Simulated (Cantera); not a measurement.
Cantera with NASA thermochemical tables; ideal gases at 1 bar, condensed phases pure. Values are per mole of reaction as written; species without (g) are pure solids or liquids, kept so even where they would boil at 1 bar.

P4(g) + 5 H2O2(g) = P4O10(g) + 5 H2(g), with ΔH° = -2281.4 kJ and ΔS° = -394.9 J/K at 300 K.

**Question.** How far is the shortcut ΔG° ≈ ΔH°(300 K) − T·ΔS°(300 K) from the full temperature-dependent value at 1473, 1573, 1673, 1773, 1873, 1973 K?

**Answer.** 
```
T (K)  shortcut (kJ)  full (kJ)  difference (kJ)  difference in log10 K
-----  -------------  ---------  ---------------  ---------------------
1473         -1699.7    -1779.1             79.4                  -2.82
1573         -1660.2    -1750.3             90.1                  -2.99
1673         -1620.7    -1721.9            101.2                  -3.16
1773         -1581.2    -1693.7            112.6                  -3.32
1873         -1541.7    -1665.9            124.2                  -3.46
1973         -1502.2    -1638.2            136.0                  -3.60
```
The shortcut ignores the heat-capacity change of the reaction.
